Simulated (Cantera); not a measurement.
Input (Python, Cantera):

```python
import numpy as np
import cantera as ct

surf = ct.Interface("ptcombust.yaml", "Pt_surf")
gas = surf.adjacent["gas"]
gas.TPX = 875, 160000, {'CH4': 0.0028, 'O2': 0.062, 'N2': 0.79, 'H2O': 0.0066}
surf.TP = 875, 160000
reactor = ct.FlowReactor(gas, clone=False)
reactor.area = 0.0001  # m2
reactor.surface_area_to_volume_ratio = 140  # 1/m
reactor.mass_flow_rate = 0.07 * reactor.area * gas.density  # inlet velocity 0.07 m/s
reactor.energy_enabled = False
wall = ct.ReactorSurface(surf, reactor, clone=False)
net = ct.ReactorNet([reactor])
net.rtol, net.atol = 1e-8, 1e-16
show, cover = ['CH4', 'O2', 'H2O', 'CO2', 'CO'], ['PT(S)', 'H(S)', 'O(S)', 'OH(S)', 'CO(S)', 'C(S)']

rows = []
print(f"{'z/m':>9s}{'u/(m/s)':>9s}" + "".join(f"{s:>13s}" for s in show + cover))
for z in [6.5e-05, 0.00013, 0.00024, 0.00047, 0.00091, 0.0017, 0.0034, 0.0065]:
    net.advance(z)
    rows.append([reactor.speed, *gas[show].X, *surf[cover].coverages])
    print(f"{z:9.4g}{rows[-1][0]:9.3g}" + "".join(f"{x:13.4e}" for x in rows[-1][1:]))
```

Result:

```
      z/m  u/(m/s)          CH4           O2          H2O          CO2           CO        PT(S)         H(S)         O(S)        OH(S)        CO(S)         C(S)
  6.5e-05     0.07   3.2473e-03   7.1969e-02   7.6684e-03   3.0750e-06   1.7415e-07   7.8229e-02   3.5000e-08   9.1957e-01   2.1984e-03   3.8954e-06   1.2367e-08
  0.00013     0.07   3.2440e-03   7.1963e-02   7.6749e-03   6.1873e-06   3.0801e-07   7.8232e-02   3.5017e-08   9.1956e-01   2.1994e-03   3.9360e-06   1.2355e-08
  0.00024     0.07   3.2385e-03   7.1952e-02   7.6859e-03   1.1514e-05   4.6773e-07   7.8236e-02   3.5045e-08   9.1956e-01   2.2010e-03   3.9827e-06   1.2336e-08
  0.00047     0.07   3.2270e-03   7.1929e-02   7.7088e-03   2.2787e-05   6.3950e-07   7.8244e-02   3.5102e-08   9.1955e-01   2.2044e-03   4.0267e-06   1.2295e-08
  0.00091     0.07   3.2051e-03   7.1886e-02   7.7525e-03   4.4484e-05   7.2932e-07   7.8258e-02   3.5210e-08   9.1953e-01   2.2108e-03   4.0321e-06   1.2217e-08
   0.0017     0.07   3.1662e-03   7.1808e-02   7.8301e-03   8.3243e-05   7.3895e-07   7.8280e-02   3.5401e-08   9.1949e-01   2.2221e-03   3.9920e-06   1.2077e-08
   0.0034     0.07   3.0839e-03   7.1644e-02   7.9942e-03   1.6518e-04   7.2080e-07   7.8329e-02   3.5803e-08   9.1942e-01   2.2458e-03   3.8944e-06   1.1781e-08
   0.0065     0.07   2.9389e-03   7.1355e-02   8.2832e-03   3.0944e-04   6.8742e-07   7.8415e-02   3.6502e-08   9.1929e-01   2.2870e-03   3.7212e-06   1.1257e-08
```

Cantera simulation using Deutschmann's 1995 Pt surface mechanism with GRI-Mech 3.0 gas chemistry; the numbers are that mechanism's predictions, not measurements. Catalytic surfaces can have several steady states; this one follows from the mechanism file's or the stated starting coverage. Mass transfer to the wall is taken as infinitely fast.
